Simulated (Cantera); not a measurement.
A closed system holds: 1 mol Si3N4, 2.6 mol H2, 0.21 mol C, at 1550 K and 13.3 mbar.

Cantera equilibrium calculation (NASA polynomials, part measured and part estimated; ideal gas, pure solids and liquids). Candidate condensed phases: C, C6H6, C7H8, C8H18, Si, SiC, Si3N4; 105 gas species. Mutual solubility and eutectic melting of coexisting phases are not modelled. Equilibrium is a limit: real reactors are often held back by kinetics, nucleation or transport.

Base state: H2 0.949, N2 0.0511, H 0.000266 (mole fractions); condensed: SiC(s) + Si3N4(s).

Task: What changes in the equilibrium state with this change: temperature from 1550 K to 1973 K?

Result: 
| species | before | after |
|---|---|---|
| H2 | 0.949 | 0.557 |
| N2 | 0.0511 | 0.432 |
| H | 0.000266 | 0.00872 |
| Si | 7.95e-7 | 0.00237 |
| Si2C | 1.77e-9 | 5.78e-5 |
| Si2 | <1e-9 | 2.30e-5 |
| Si2N | 1.10e-8 | 6.72e-5 |
| SiN | 2.17e-8 | 4.99e-5 |
| SiH | 2.35e-7 | 0.000147 |
| SiC(s), mol | 0.210 | 0.208 |
| Si3N4(s), mol | 0.930 | 0 |
| Si(l), mol | 0 | 2.78 |
The tables' values for SiN are old estimates; treat these amounts as uncertain. Gases not in the tables: Si2H6 and higher silanes.
